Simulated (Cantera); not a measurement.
Chlorosilane synthesis and conversion: SiCl4 + H2

Input: 1 mol SiCl4, 7.4 mol H2, equilibrated at 0.133 bar.

Equilibrium computed with Cantera from the NASA thermochemical tables; the gas is ideal and each condensed phase is pure. Candidate condensed phases: Si; 19 gas species. The tables' values for SiCl3, SiCl are old estimates; treat these amounts as uncertain. Equilibrium is a limit: real reactors are often held back by kinetics, nucleation or transport.

```json
[
 {"T (°C)": "300", "x H2": "0.880", "x HCl": "0.00121", "x SiCl4": "0.118", "x SiCl2": "<1e-12", "x SiHCl3": "0.00121", "x SiCl3": "4.06e-9", "x SiH2Cl2": "5.68e-7", "n Si(s)": "0"},
 {"T (°C)": "450", "x H2": "0.875", "x HCl": "0.00547", "x SiCl4": "0.114", "x SiCl2": "8.55e-9", "x SiHCl3": "0.00543", "x SiCl3": "1.97e-6", "x SiH2Cl2": "1.80e-5", "n Si(s)": "0"},
 {"T (°C)": "600", "x H2": "0.867", "x HCl": "0.0142", "x SiCl4": "0.105", "x SiCl2": "6.52e-6", "x SiHCl3": "0.0137", "x SiCl3": "0.000108", "x SiH2Cl2": "0.000164", "n Si(s)": "0"},
 {"T (°C)": "750", "x H2": "0.853", "x HCl": "0.0280", "x SiCl4": "0.0922", "x SiCl2": "0.000614", "x SiHCl3": "0.0238", "x SiCl3": "0.00164", "x SiH2Cl2": "0.000678", "n Si(s)": "0"},
 {"T (°C)": "900", "x H2": "0.826", "x HCl": "0.0585", "x SiCl4": "0.0731", "x SiCl2": "0.00942", "x SiHCl3": "0.0241", "x SiCl3": "0.00836", "x SiH2Cl2": "0.00101", "n Si(s)": "0.0110"},
 {"T (°C)": "1050", "x H2": "0.773", "x HCl": "0.113", "x SiCl4": "0.0408", "x SiCl2": "0.0403", "x SiHCl3": "0.0141", "x SiCl3": "0.0173", "x SiH2Cl2": "0.000698", "n Si(s)": "0"},
 {"T (°C)": "1200", "x H2": "0.719", "x HCl": "0.172", "x SiCl4": "0.0124", "x SiCl2": "0.0750", "x SiHCl3": "0.00489", "x SiCl3": "0.0165", "x SiH2Cl2": "0.000301", "n Si(s)": "0"},
 {"T (°C)": "1350", "x H2": "0.694", "x HCl": "0.199", "x SiCl4": "0.00239", "x SiCl2": "0.0937", "x SiHCl3": "0.00130", "x SiCl3": "0.00980", "x SiH2Cl2": "0.000118", "n Si(s)": "0"},
 {"T (°C)": "1500", "x H2": "0.686", "x HCl": "0.207", "x SiCl4": "0.000461", "x SiCl2": "0.101", "x SiHCl3": "0.000358", "x SiCl3": "0.00522", "x SiH2Cl2": "5.00e-5", "n Si(s)": "0"}
]
```
x: gas mole fraction; n: condensed amount in mol.

From 300 °C to 750 °C nothing is condensed. At 900 °C the condensed part is Si(s). From 1050 °C to 1500 °C nothing is condensed. The main Si-bearing gas is SiCl4 at 300 °C and SiCl2 at 1500 °C.
